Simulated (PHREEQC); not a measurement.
Consider water at 20 °C with 2.5 mol CaCl2, 1.32 mol KCl and 0.6 mol NaCl per kg of water. Closed to the air; pH follows from the charge balance.

Model: Pitzer model, pitzer.dat, run in PHREEQC.

```json
{
 "ionic_strength": "9.42 mol/kgw",
 "activity_of_water": "0.727",
 "density": "1.250 g/cm³",
 "osmotic_coefficient": "1.560"
}
```

| species | molality | activity | log γ |
|---|---|---|---|
| Cl- | 6.92 | 4.83 | -0.156 |
| Ca+2 | 2.50 | 14.6 | 0.766 |
| K+ | 1.32 | 1.02 | -0.114 |
| Na+ | 0.600 | 1.49 | 0.395 |
| OH- | 1.73e-7 | 2.81e-9 | -1.790 |
| H+ | 1.73e-7 | 1.77e-6 | 1.011 |

No solid was allowed to form.
